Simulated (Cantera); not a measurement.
An isothermal, constant-pressure homogeneous reactor starts with CH4 : H2 = 1 : 1.3 (molar parts), at 1725 K and 260 Pa.

Detailed kinetics in Cantera: GRI-Mech 3.0 (53 species, 325 reactions). GRI-Mech 3.0 stops at C3 and has no aromatics, soot or wall deposition, so with more carbon than oxygen in the feed, carbon stays in small species such as C2H2 where larger ones or solid carbon would form. Radical loss at walls, strong at low pressure, is not modelled.

One state of this run: x CH4 = 0.320; x H2 = 0.633; x CH2 = 4.80e-6; x C2H6 = 0.000152; x C2H4 = 0.0110. x: mole fraction; the columns are a selection and need not sum to one.

Q: Which value of t (s) does it belong to?
A) 0.260
B) 0.000600
C) 0.132
D) 0.00891

A: C, 0.132
